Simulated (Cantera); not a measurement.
A Cantera script and its output.

```python
import numpy as np
import cantera as ct

surf = ct.Interface("diamond.yaml", "diamond_100")
gas, bulk = surf.adjacent["gas"], surf.adjacent["diamond"]
k = surf.kinetics_species_index(bulk.species_names[0])
cover = ["c6HH", "c6H*", "c6*H", "c6**", "c6HM", "c6B"]

rows, drift = [], 0.0
print(f"{'P':>10s}{'um/h':>11s}" + "".join(f"{s:>11s}" for s in cover))
for v in [320, 570, 1000, 1800, 3300, 5900, 11000, 19000]:
    T, P, xH, xCH3 = 1000, v, 0.026, 5.5e-05
    gas.TPX = T, P, {"H": xH, "CH3": xCH3, "CH4": 0.0029, "H2": 1 - xH - xCH3 - 0.0029}
    surf.TP = bulk.TP = T, P
    surf.coverages = "c6H*:0.1, c6HH:0.9"
    surf.advance_coverages(100.0)
    before = surf.coverages
    surf.advance_coverages(100.0)
    drift = max(drift, np.max(np.abs(surf.coverages - before) / (surf.coverages + 1e-9)))
    rate = surf.net_production_rates[k] * bulk.mean_molecular_weight / bulk.density * 3.6e9
    rows.append([rate, *surf[cover].coverages])
    print(f"{v:10.4g}{rate:11.4e}" + "".join(f"{x:11.3e}" for x in rows[-1][1:]))
```

Result:

```
         P       um/h       c6HH       c6H*       c6*H       c6**       c6HM        c6B
       320 8.4163e-02  5.958e-01  1.832e-02  3.747e-01  9.798e-03  1.038e-03  2.284e-10
       570 1.5680e-01  5.957e-01  1.833e-02  3.747e-01  9.800e-03  1.087e-03  4.255e-10
      1000 2.8225e-01  5.957e-01  1.835e-02  3.746e-01  9.803e-03  1.116e-03  7.659e-10
      1800 5.1607e-01  5.957e-01  1.839e-02  3.746e-01  9.809e-03  1.134e-03  1.400e-09
      3300 9.5502e-01  5.957e-01  1.847e-02  3.745e-01  9.820e-03  1.145e-03  2.591e-09
      5900 1.7170e+00  5.957e-01  1.861e-02  3.743e-01  9.840e-03  1.151e-03  4.659e-09
   1.1e+04 3.2156e+00  5.956e-01  1.889e-02  3.740e-01  9.880e-03  1.156e-03  8.726e-09
   1.9e+04 5.5775e+00  5.956e-01  1.932e-02  3.736e-01  9.942e-03  1.160e-03  1.513e-08
```

Model: the Harris–Goodwin 1993 mechanism for the reconstructed diamond (100) surface, integrated in Cantera.
